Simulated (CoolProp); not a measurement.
Computed with CoolProp (reference Helmholtz-energy equation of state, Lemmon 2006). It is a short technical equation, of lower accuracy than the large ones.

Question: For acetone, give the phase and the cp (kJ/(kg K)), cv (kJ/(kg K)), fugacity coefficient at 213.6 K and 2.75 MPa; 225.2 K and 2.75 MPa; 248.4 K and 2.75 MPa.

Answer: 
- 213.6 K and 2.75 MPa: liquid; cp 2.01, cv 1.45, fugacity coefficient 5.50e-5
- 225.2 K and 2.75 MPa: liquid; cp 2.02, cv 1.46, fugacity coefficient 0.000153
- 248.4 K and 2.75 MPa: liquid; cp 2.04, cv 1.48, fugacity coefficient 0.000851
